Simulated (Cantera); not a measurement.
A Cantera script and what it prints.

```python
import numpy as np
import cantera as ct

gas_names = """
    NO2 N
""".split()
cond_names = """
    Nb(cr) Nb(L) Nb2O5(s) Nb2O5(L)
""".split()


# ... load() reads the species with a 1 bar reference pressure and builds the phases ...
species = {s.name: s for s in load("nasa_gas.yaml", gas_names) + load("nasa_condensed.yaml", cond_names)}
# Each term lists the table entries of one substance; the one whose range holds T is used.
reactions = {
    '5 NO2(g) + 4 Nb = 5 N(g) + 2 Nb2O5':
        [(-5, ['NO2']), (-4, ['Nb(cr)', 'Nb(L)']), (5, ['N']), (2, ['Nb2O5(s)', 'Nb2O5(L)'])],
}


def pick(names, T):
    return next(species[n] for n in names if species[n].thermo.min_temp <= T <= species[n].thermo.max_temp)


results = []
for label, terms in reactions.items():
    print(label)
    print("     T/K   dH/kJ  dS/(J/K)   dG/kJ   log10 K")
    for T in [498, 598, 698, 798, 898, 998, 1098, 1198, 1298]:
        used = [(nu, pick(names, T)) for nu, names in terms]
        dH = sum(nu * s.thermo.h(T) for nu, s in used) / 1e6
        dS = sum(nu * s.thermo.s(T) for nu, s in used) / 1e3
        dG = dH - T * dS / 1e3
        logK = -dG * 1e6 / (ct.gas_constant * T * np.log(10))
        results.append((label, T, dH, dS, dG, logK, [s.name for _, s in used]))
        print(f"{T:8g} {dH:8.1f} {dS:8.1f} {dG:8.1f} {logK:8.2f}")
```

Result:

```
5 NO2(g) + 4 Nb = 5 N(g) + 2 Nb2O5
     T/K   dH/kJ  dS/(J/K)   dG/kJ   log10 K
     498  -1589.0   -260.2  -1459.4   153.07
     598  -1580.1   -243.8  -1434.2   125.28
     698  -1571.3   -230.3  -1410.6   105.56
     798  -1562.9   -219.0  -1388.1    90.86
     898  -1554.7   -209.3  -1366.7    79.50
     998  -1546.7   -200.9  -1346.2    70.46
    1098  -1539.0   -193.5  -1326.5    63.10
    1198  -1531.4   -186.9  -1307.5    57.01
    1298  -1524.1   -181.0  -1289.1    51.87
```

Standard-state values (1 bar) from the NASA 1993 polynomials, evaluated with Cantera. Condensed species are held in their standard states even where they would react or evaporate.
